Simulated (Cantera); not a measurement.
Cantera run:

```python
import numpy as np
import cantera as ct

gas_names = """
    CL CL2 H HCL H2 Si SiCL SiCL2 SiCL3 SiCL4 SiH SiHCL3 SiH2 SiH2CL2 SiH3 SiH3CL SiH4 Si2 Si3
""".split()
cond_names = """
    Si(cr) Si(L)
""".split()


# ... load() reads the species with a 1 bar reference pressure and builds the phases ...
atoms = {
    'SiCl4': {'Si': 1, 'CL': 4},
    'Cl2': {'CL': 2},
    'H2': {'H': 2},
}
top_T = {}  # K; cautious upper limits of use, not melting points


# ... equilibrate(T, P, feed) seeds the gas with the atoms and calls Mixture.equilibrate('TP', solver="vcs", rtol=1e-11, max_steps=5000) ...
results = []
feed = {'SiCl4': 1, 'Cl2': 0.58, 'H2': 7.8}  # mol
P = 100000  # Pa
for T in [950, 1000, 1050, 1100, 1150, 1200, 1250]:
    mix = equilibrate(T, P, feed)
    results.append((T, P, feed, dict(zip(mix.species_names, mix.species_moles))))
    x = sorted(zip(gas.X, gas.species_names), reverse=True)
    print(f"T = {T:g} K  P = {P:g} Pa  gas = {mix.phase_moles(0):.4g} mol")
    print("   x: " + "  ".join(f"{s} {v:.3e}" for v, s in x if v > 1e-06))
    print("   condensed (mol): " + ("  ".join(f"{mix.phase(i).name} {mix.phase_moles(i):.4g}"
          for i in range(1, mix.n_phases) if mix.phase_moles(i) > 1e-12) or "none"))
```

It prints:

```
T = 950 K  P = 100000 Pa  gas = 9.38 mol
   x: H2 7.668e-01  HCL 1.266e-01  SiCL4 1.037e-01  SiHCL3 2.880e-03  SiCL3 2.907e-05  SiH2CL2 8.120e-06
   condensed (mol): none
T = 1000 K  P = 100000 Pa  gas = 9.38 mol
   x: H2 7.653e-01  HCL 1.281e-01  SiCL4 1.022e-01  SiHCL3 4.303e-03  SiCL3 8.556e-05  SiH2CL2 1.954e-05  SiCL2 1.735e-06
   condensed (mol): none
T = 1050 K  P = 100000 Pa  gas = 9.381 mol
   x: H2 7.633e-01  HCL 1.301e-01  SiCL4 1.002e-01  SiHCL3 6.105e-03  SiCL3 2.241e-04  SiH2CL2 4.239e-05  SiCL2 9.083e-06
   condensed (mol): none
T = 1100 K  P = 100000 Pa  gas = 9.383 mol
   x: H2 7.608e-01  HCL 1.327e-01  SiCL4 9.766e-02  SiHCL3 8.260e-03  SiCL3 5.293e-04  SiH2CL2 8.374e-05  SiCL2 3.992e-05
   condensed (mol): none
T = 1150 K  P = 100000 Pa  gas = 9.387 mol
   x: H2 7.575e-01  HCL 1.360e-01  SiCL4 9.441e-02  SiHCL3 1.068e-02  SiCL3 1.137e-03  SiH2CL2 1.516e-04  SiCL2 1.499e-04
   condensed (mol): none
T = 1200 K  P = 100000 Pa  gas = 9.395 mol
   x: H2 7.532e-01  HCL 1.404e-01  SiCL4 9.028e-02  SiHCL3 1.318e-02  SiCL3 2.237e-03  SiCL2 4.861e-04  SiH2CL2 2.519e-04  SiH3CL 1.317e-06
   condensed (mol): none
T = 1250 K  P = 100000 Pa  gas = 9.412 mol
   x: H2 7.475e-01  HCL 1.462e-01  SiCL4 8.501e-02  SiHCL3 1.546e-02  SiCL3 4.029e-03  SiCL2 1.367e-03  SiH2CL2 3.827e-04  SiH3CL 2.628e-06
   condensed (mol): none
```

Method: chemical equilibrium by Gibbs-energy minimisation in Cantera with the NASA 1993 tables (ideal gas, pure condensed phases). The tables' values for SiCl3 are old estimates; treat these amounts as uncertain.
